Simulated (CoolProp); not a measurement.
A single-stage vapour-compression cycle with R227EA: evaporating at 260.15 K (dew point), condensing at 282.15 K (bubble point), superheat 10 K, subcooling 8 K, compressor efficiency 0.85, no pressure losses. Each further row changes one setting.

Model: reference Helmholtz-energy equation of state, Lemmon 2016, in CoolProp.

```csv
case,cooling COP,pressure ratio,discharge temperature (K),refrigerating effect (kJ/kg),volumetric capacity (kJ/m³)
as stated,9.77,2.31,289.4,123,1140
evaporating temperature 265.15 K,13.2,1.88,289.9,126,1420
condensing temperature 277.15 K,13.0,1.94,285.2,128,1190
subcooling 13 K,___,2.31,289.4,128,1190
superheat 20 K,9.95,2.31,___,130,___
compressor efficiency 0.75,8.62,2.31,291.4,123,1140
```

Question: Fill in the missing entries.

Answer: 
- subcooling 13 K, cooling COP: 10.2
- superheat 20 K, discharge temperature (K): 299.4
- superheat 20 K, volumetric capacity (kJ/m³): 1160
